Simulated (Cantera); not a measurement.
Mixture: CH4 : O2 : N2 = 1 : 4.55 : 25 (molar parts), at 500000 Pa, adiabatic and at constant pressure. Ignition delay is the time to a rise of 400 K.

Detailed kinetics in Cantera: GRI-Mech 3.0 (53 species, 325 reactions).

Task: What does this change do: pressure from 500000 Pa to 56000 Pa?

Result: 
```tsv
quantity	before	after
delay at 1300 K	2.79 ms	16.9 ms
delay at 1375 K	1.20 ms	6.79 ms
delay at 1450 K	0.552 ms	3.10 ms
delay at 1525 K	0.270 ms	1.60 ms
delay at 1600 K	0.141 ms	0.938 ms
delay at 1675 K	79.8 µs	0.618 ms
apparent activation energy between 1525 and 1675 K	170 kJ/mol	140 kJ/mol
```
